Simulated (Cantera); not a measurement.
Feed: 1 mol Cr, 0.19 mol H2O, 330 mol H2, equilibrated at 7.50 Torr.

Equilibrium computed with Cantera from the NASA thermochemical tables; the gas is ideal and each condensed phase is pure. Candidate condensed phases: Cr, Cr2O3, H2O; 13 gas species. Mutual solubility and eutectic melting of coexisting phases are not modelled. Rates play no part.

x: gas mole fraction; n: condensed amount in mol.

```tsv
T (K)	x H2	x H2O	x H	x Cr	x CrO	n Cr(s)	n Cr2O3(s)
1048	1.000	1.65e-5	7.73e-8	8.05e-11	<1e-12	0.877	0.0615
1123	1.000	4.34e-5	4.26e-7	1.62e-9	<1e-12	0.883	0.0586
1198	1.000	0.000101	1.90e-6	2.22e-8	<1e-12	0.895	___
1273	1.000	0.000210	7.13e-6	2.22e-7	8.45e-12	0.920	___
1348	1.000	0.000404	2.31e-5	1.71e-6	1.53e-10	0.962	___
1423	0.999	0.000575	6.64e-5	1.06e-5	1.61e-9	0.997	0
1498	0.999	0.000575	0.000172	5.40e-5	9.70e-9	0.982	0
1573	0.999	0.000575	0.000406	0.000235	4.90e-8	0.922	0
```

Question: Complete the blanks.

Answer: 
- 1198, n Cr2O3(s): 0.0523
- 1273, n Cr2O3(s): 0.0402
- 1348, n Cr2O3(s): 0.0188
